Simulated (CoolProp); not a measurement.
Properties of tetradecamethylhexasiloxane (MD4M) along the isotherm 620 K (Tc = 653.2 K, pc = 8.286 bar, ω = 0.800).

Values from CoolProp's reference Helmholtz-energy equation of state, Thol 2019.

```json
[
 {"p (bar)": "0.131", "phase": "gas", "Z": "0.9922", "cp (kJ/(kg K))": "2.085", "Joule-Thomson coefficient (K/MPa)": "13.08"},
 {"p (bar)": "0.233", "phase": "gas", "Z": "0.9861", "cp (kJ/(kg K))": "2.087", "Joule-Thomson coefficient (K/MPa)": "13.21"},
 {"p (bar)": "0.414", "phase": "gas", "Z": "0.9752", "cp (kJ/(kg K))": "2.089", "Joule-Thomson coefficient (K/MPa)": "13.43"},
 {"p (bar)": "0.737", "phase": "gas", "Z": "0.9552", "cp (kJ/(kg K))": "2.094", "Joule-Thomson coefficient (K/MPa)": "13.87"},
 {"p (bar)": "1.31", "phase": "gas", "Z": "0.9184", "cp (kJ/(kg K))": "2.103", "Joule-Thomson coefficient (K/MPa)": "14.75"},
 {"p (bar)": "2.33", "phase": "gas", "Z": "0.8473", "cp (kJ/(kg K))": "2.125", "Joule-Thomson coefficient (K/MPa)": "16.77"},
 {"p (bar)": "4.14", "phase": "gas", "Z": "0.6941", "cp (kJ/(kg K))": "2.210", "Joule-Thomson coefficient (K/MPa)": "23.70"},
 {"p (bar)": "7.37", "phase": "liquid", "Z": "0.1316", "cp (kJ/(kg K))": "2.456", "Joule-Thomson coefficient (K/MPa)": "1.828"},
 {"p (bar)": "13.1", "phase": "liquid", "Z": "0.2240", "cp (kJ/(kg K))": "2.385", "Joule-Thomson coefficient (K/MPa)": "1.045"},
 {"p (bar)": "23.3", "phase": "liquid", "Z": "0.3800", "cp (kJ/(kg K))": "2.336", "Joule-Thomson coefficient (K/MPa)": "0.5198"},
 {"p (bar)": "41.4", "phase": "liquid", "Z": "0.6421", "cp (kJ/(kg K))": "2.302", "Joule-Thomson coefficient (K/MPa)": "0.1708"}
]
```
